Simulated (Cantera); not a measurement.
A perfectly stirred reactor is fed with 4.73 % CH4, 0.615 % H2, 19.9 % O2, 74.7 % N2, equivalence ratio 0.49, at 18.0 bar; it is adiabatic with a 525 K inlet, and is followed from long to short residence time, starting on the burning branch (τ in s: 0.035, 0.018, 0.0091, 0.0046, 0.0024, 0.0012, 0.00061, 0.00031, 0.00016, 7.9e-05, 4e-05, 2e-05, 1e-05).

Cantera simulation using GRI-Mech 3.0 (53 species, 325 reactions); the numbers are that mechanism's predictions, not measurements. The pressure lies above the range GRI-Mech 3.0 was tuned for (to about 10 atm).

Problem. Predict: blow-out, bracketed by the residence times tried; x(CH4) at τ = 35.0 ms; x(H2) at τ = 35.0 ms; x(O2) at τ = 35.0 ms; x(CO) at τ = 35.0 ms; x(OH) at τ = 35.0 ms; x(CH4) at τ = 0.610 ms; x(H2) at τ = 0.610 ms; x(O2) at τ = 0.610 ms.

Solution. blow-out, bracketed by the residence times tried: burning at 1.20 ms, out at 0.610 ms
x(CH4) at τ = 35.0 ms: 1.70e-5
x(H2) at τ = 35.0 ms: 8.36e-6
x(O2) at τ = 35.0 ms: 0.102
x(CO) at τ = 35.0 ms: 0.000167
x(OH) at τ = 35.0 ms: 0.000137
x(CH4) at τ = 0.610 ms: 0.0473
x(H2) at τ = 0.610 ms: 0.00615
x(O2) at τ = 0.610 ms: 0.199
